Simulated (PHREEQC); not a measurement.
Make-up at 20 °C and 100 atm: 1.4 mmol/kgw CaSO4 and 0.23 mmol/kgw CO2. Closed to the air; pH follows from the charge balance.

The numbers come from PHREEQC with the ion-association model, phreeqc.dat.

Each row changes one thing in this solution. This is a speciation only: nothing precipitates in the calculation.

| case | pH | ionic strength (mol/kgw) | CO2 (mol/kgw) | HCO3- (mol/kgw) | (CO2)2 (mol/kgw) | CO3-2 (mol/kgw) |
|---|---|---|---|---|---|---|
| as made | 5.01 | 0.00504 | 0.000219 | 1.12e-5 | 7.42e-10 | 6.73e-11 |
| CaSO4 from 0.0014 to 0.00014 mol/kgw | 5.00 | 0.000560 | 0.000220 | 1.04e-5 | 7.47e-10 | 5.32e-11 |
| CO2 from 0.00023 to 0.00115 mol/kgw | 4.65 | 0.00505 | 0.00112 | 2.53e-5 | 1.96e-8 | 6.73e-11 |
| 5.3e-05 mol/kgw Na2SiO3 added | 6.23 | 0.00513 | 0.000123 | 0.000106 | 2.36e-10 | 1.06e-8 |
| CaSO4 left out | 5.00 | 1.01e-5 | 0.000220 | 1.01e-5 | 7.48e-10 | 4.82e-11 |
| CaSO4 replaced by K2SO4 at the same molality | 5.01 | 0.00417 | 0.000219 | 1.12e-5 | 7.42e-10 | 6.70e-11 |

Complexes and solids missing from the database can't appear. Under pressure, the constants of complexes without a molar volume in the database are unreliable.
